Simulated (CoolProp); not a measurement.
Model: reference Helmholtz-energy equation of state, Wagner 2002, in CoolProp.

Question: For water, give the phase and the density (kg/m³), cp (kJ/(kg K)), cv (kJ/(kg K)), fugacity coefficient at 384.8 K and 0.331 MPa; 384.8 K and 0.627 MPa; 384.8 K and 29.1 MPa.

Answer: 
- 384.8 K and 0.331 MPa: liquid; density 950, cp 4.23, cv 3.71, fugacity coefficient 0.449
- 384.8 K and 0.627 MPa: liquid; density 950, cp 4.23, cv 3.71, fugacity coefficient 0.238
- 384.8 K and 29.1 MPa: liquid; density 963, cp 4.17, cv 3.67, fugacity coefficient 0.00605
